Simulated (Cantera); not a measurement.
A Cantera script and what it prints.

```python
import numpy as np
import cantera as ct

gas_names = """
    OH O3
""".split()
cond_names = """
    Fe2O3(s) Fe(OH)2(s)
""".split()


# ... load() reads the species with a 1 bar reference pressure and builds the phases ...
species = {s.name: s for s in load("nasa_gas.yaml", gas_names) + load("nasa_condensed.yaml", cond_names)}
# Each term lists the table entries of one substance; the one whose range holds T is used.
reactions = {
    'Fe2O3 + 4 OH(g) = O3(g) + 2 Fe(OH)2':
        [(-1, ['Fe2O3(s)']), (-4, ['OH']), (1, ['O3']), (2, ['Fe(OH)2(s)'])],
}


def pick(names, T):
    return next(species[n] for n in names if species[n].thermo.min_temp <= T <= species[n].thermo.max_temp)


results = []
for label, terms in reactions.items():
    print(label)
    print("     T/K   dH/kJ  dS/(J/K)   dG/kJ   log10 K")
    for T in [300, 575, 625, 675, 725, 775, 825, 875, 925, 975, 1025, 1075]:
        used = [(nu, pick(names, T)) for nu, names in terms]
        dH = sum(nu * s.thermo.h(T) for nu, s in used) / 1e6
        dS = sum(nu * s.thermo.s(T) for nu, s in used) / 1e3
        dG = dH - T * dS / 1e3
        logK = -dG * 1e6 / (ct.gas_constant * T * np.log(10))
        results.append((label, T, dH, dS, dG, logK, [s.name for _, s in used]))
        print(f"{T:8g} {dH:8.1f} {dS:8.1f} {dG:8.1f} {logK:8.2f}")
```

Output:

```
Fe2O3 + 4 OH(g) = O3(g) + 2 Fe(OH)2
     T/K   dH/kJ  dS/(J/K)   dG/kJ   log10 K
     300   -338.4   -407.5   -216.1    37.63
     575   -335.5   -400.8   -105.0     9.54
     625   -334.8   -399.7    -85.0     7.10
     675   -334.1   -398.6    -65.0     5.03
     725   -333.5   -397.8    -45.1     3.25
     775   -332.9   -397.0    -25.2     1.70
     825   -332.4   -396.3     -5.4     0.34
     875   -331.8   -395.7     14.4    -0.86
     925   -331.1   -394.9     34.2    -1.93
     975   -330.2   -393.9     53.9    -2.89
    1025   -328.8   -392.5     73.6    -3.75
    1075   -327.2   -391.0     93.1    -4.53
```

Source: NASA polynomial tables (part measured, part estimated), evaluated in Cantera. Condensed species are held in their standard states even where they would react or evaporate.
